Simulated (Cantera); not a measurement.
MgO + H2S + N2 (roasting and sulfation)

Input: 1 mol MgO, 0.17 mol H2S, 15 mol N2, equilibrated at 10.0 Torr.

Method: chemical equilibrium by Gibbs-energy minimisation in Cantera with the NASA 1993 tables (ideal gas, pure condensed phases). Candidate condensed phases: H2O, H2SO4, Mg, MgO, Mg(OH)2, MgS, MgSO4, S; 43 gas species. Mutual solubility and eutectic melting of coexisting phases are not modelled. The numbers say what is thermodynamically allowed, not how fast it happens.

From 1498 K to 1523 K the condensed part is MgO(s) + MgS(s). From 1548 K to 1748 K the condensed part is MgO(s). The main Mg-bearing gas is Mg throughout.

```csv
T (K),x N2,x H2,x S2,x Mg,x H2O,n MgO(s),n MgS(s)
1498,0.983,0.0107,0.00531,1.47e-5,5.20e-5,0.999,0.000581
1523,0.983,0.0107,0.00533,3.00e-5,4.84e-5,0.999,0.000289
1548,0.983,0.0107,0.00534,5.21e-5,5.17e-5,0.999,0
1573,0.983,0.0107,0.00534,7.07e-5,6.92e-5,0.999,0
1598,0.983,0.0107,0.00534,9.50e-5,9.16e-5,0.999,0
1623,0.983,0.0107,0.00533,0.000127,0.000120,0.998,0
1648,0.983,0.0107,0.00531,0.000168,0.000155,0.997,0
1673,0.983,0.0106,0.00529,0.000220,0.000199,0.997,0
1698,0.983,0.0106,0.00526,0.000288,0.000252,0.996,0
1723,0.983,0.0105,0.00522,0.000374,0.000315,0.994,0
1748,0.983,0.0104,0.00517,0.000483,0.000390,0.992,0
```
x: gas mole fraction; n: condensed amount in mol.
